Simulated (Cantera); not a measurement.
Charge: 1 mol Ca(OH)₂, 0.036 mol C, 7.1 mol CO₂, held at 725 K and 50.0 mbar.

Cantera equilibrium calculation (NASA polynomials, part measured and part estimated; ideal gas, pure solids and liquids). Candidate condensed phases: C, C₆H₆, C₇H₈, C₈H₁₈, Ca, CaCO₃, CaO, Ca(OH)₂, H₂O; 115 gas species. Equilibrium is a limit: real reactors are often held back by kinetics, nucleation or transport.

Base state: CO₂ 0.855, H₂O 0.135, H₂ 0.00547, CO 0.00462 (mole fractions); condensed: CaCO₃(calcite).

Q: What changes in the equilibrium state with this change: temperature from 725 K to 1750 K?

A: 
```tsv
species	before	after
CO₂	0.855	0.864
H₂O	0.135	0.122
CO	0.00462	0.0117
O₂	<1e-9	0.00158
OH	<1e-9	0.000348
H	<1e-9	2.22e-5
O	<1e-9	1.33e-5
CaCO₃(calcite), mol	1.00	0
CaO(s), mol	0	1.000
```
